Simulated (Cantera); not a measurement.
What does this Cantera script print?

```python
import numpy as np
import cantera as ct

gas_names = """
    CL CL2 H HCL H2 Si SiCL SiCL2 SiCL3 SiCL4 SiH SiHCL3 SiH2 SiH2CL2 SiH3 SiH3CL SiH4 Si2 Si3
""".split()
cond_names = """
    Si(cr) Si(L)
""".split()


# ... load() reads the species with a 1 bar reference pressure and builds the phases ...
atoms = {
    'SiCl4': {'Si': 1, 'CL': 4},
    'Cl2': {'CL': 2},
    'H2': {'H': 2},
}
top_T = {}  # K; cautious upper limits of use, not melting points


# ... equilibrate(T, P, feed) seeds the gas with the atoms and calls Mixture.equilibrate('TP', solver="vcs", rtol=1e-11, max_steps=5000) ...
results = []
feed = {'SiCl4': 1, 'Cl2': 0.58, 'H2': 0.67}  # mol
T = 575  # K
P = 24000  # Pa
mix = equilibrate(T, P, feed)
results.append((T, P, feed, dict(zip(mix.species_names, mix.species_moles))))
x = sorted(zip(gas.X, gas.species_names), reverse=True)
print(f"T = {T:g} K  P = {P:g} Pa  gas = {mix.phase_moles(0):.4g} mol")
print("   x: " + "  ".join(f"{s} {v:.3e}" for v, s in x if v > 0.0001))
print("   condensed (mol): " + ("  ".join(f"{mix.phase(i).name} {mix.phase_moles(i):.4g}"
      for i in range(1, mix.n_phases) if mix.phase_moles(i) > 1e-12) or "none"))
```

Output:

```
T = 575 K  P = 24000 Pa  gas = 2.25 mol
   x: HCL 5.156e-01  SiCL4 4.444e-01  H2 4.000e-02
   condensed (mol): none
```

Equilibrium computed with Cantera from the NASA thermochemical tables; the gas is ideal and each condensed phase is pure.
